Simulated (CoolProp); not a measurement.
Vapour-liquid equilibrium of toluene (1) + n-nonane (2) at 148.05 °C; x and y are mole fractions of (1).

The numbers come from the multi-fluid Helmholtz-energy mixture model, Lemmon 2006 and Lemmon 2006; pair parameters Bell 2016 in CoolProp.

```
x     bubble pressure, mixture model (MPa)  bubble pressure, Raoult's law (MPa)  y, mixture model  y, Raoult's law
----  ------------------------------------  -----------------------------------  ----------------  ---------------
0.05                                0.1052                               0.1027             0.143            0.128
0.15                                0.1265                               0.1196             0.353            0.330
0.25                                0.1466                               0.1365             0.499            0.482
0.35                                0.1654                               0.1534             0.606            0.601
0.45                                0.1828                               0.1704             0.690            0.696
0.55                                     …                               0.1873             0.759            0.774
0.65                                0.2142                               0.2042             0.818            0.838
0.75                                0.2287                               0.2211                 …            0.893
0.85                                0.2427                               0.2380             0.923            0.941
0.95                                     …                               0.2549             0.974            0.982
```

Task: Fill in the missing entries.

Result: 
- 0.55, bubble pressure, mixture model (MPa): 0.1990
- 0.75, y, mixture model: 0.872
- 0.95, bubble pressure, mixture model (MPa): 0.2565

The largest gap from Raoult's law is +7.8 % in bubble pressure, at x = 0.35. No azeotrope shows between x = 0.05 and 0.95.

The pair parameters rest on a limited set of measurements; away from them the model extrapolates.
